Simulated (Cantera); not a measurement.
# Thermodynamics of silicon nitride deposition, feed trisilylamine + NH3 + N2

A closed system holds: 1 mol trisilylamine, 5.4 mol NH3, 45 mol N2, at 240 Pa.

Equilibrium computed with Cantera from the NASA thermochemical tables; the gas is ideal and each condensed phase is pure. Candidate condensed phases: Si, Si3N4; 18 gas species. The feed counts by its element totals alone. The tables' values for SiN are old estimates; treat these amounts as uncertain. Gases not in the tables: Si2H6 and higher silanes. The numbers say what is thermodynamically allowed, not how fast it happens.

From 1077 °C to 1427 °C the condensed part is Si3N4(s). From 1477 °C to 1677 °C the condensed part is Si(l).

| T (°C) | x N2 | x H2 | x H | x Si | x Si2N | x SiH | x SiN | n Si3N4(s) | n Si(l) |
|---|---|---|---|---|---|---|---|---|---|
| 1077 | 0.786 | 0.214 | 2.25e-5 | 7.97e-10 | 1.06e-12 | 1.15e-10 | 9.04e-11 | 1.00 | 0 |
| 1127 | 0.786 | 0.214 | 4.60e-5 | 7.20e-9 | 1.76e-11 | 8.15e-10 | 6.34e-10 | 1.00 | 0 |
| 1177 | 0.786 | 0.214 | 8.94e-5 | 5.58e-8 | 2.38e-10 | 5.02e-9 | 3.88e-9 | 1.000 | 0 |
| 1227 | 0.786 | 0.214 | 0.000166 | 3.76e-7 | 2.71e-9 | 2.74e-8 | 2.10e-8 | 1.000 | 0 |
| 1277 | 0.786 | 0.214 | 0.000297 | 2.24e-6 | 2.62e-8 | 1.33e-7 | 1.02e-7 | 1.000 | 0 |
| 1327 | 0.786 | 0.214 | 0.000513 | 1.19e-5 | 2.19e-7 | 5.88e-7 | 4.45e-7 | 1.000 | 0 |
| 1377 | 0.785 | 0.214 | 0.000857 | 5.71e-5 | 1.61e-6 | 2.36e-6 | 1.78e-6 | 0.999 | 0 |
| 1427 | 0.785 | 0.213 | 0.00139 | 0.000249 | 1.04e-5 | 8.73e-6 | 6.55e-6 | 0.994 | 0 |
| 1477 | 0.791 | 0.206 | 0.00215 | 0.000625 | 2.39e-5 | 1.84e-5 | 1.41e-5 | 0 | 2.96 |
| 1527 | 0.790 | 0.205 | 0.00331 | 0.00132 | 4.10e-5 | 3.35e-5 | 2.55e-5 | 0 | 2.91 |
| 1577 | 0.789 | 0.204 | 0.00496 | 0.00269 | 6.83e-5 | 5.89e-5 | 4.48e-5 | 0 | 2.82 |
| 1627 | 0.785 | 0.202 | 0.00727 | 0.00525 | 0.000110 | 0.000100 | 7.64e-5 | 0 | 2.65 |
| 1677 | 0.780 | 0.199 | 0.0104 | 0.00992 | 0.000174 | 0.000166 | 0.000126 | 0 | 2.33 |
x: gas mole fraction; n: condensed amount in mol.
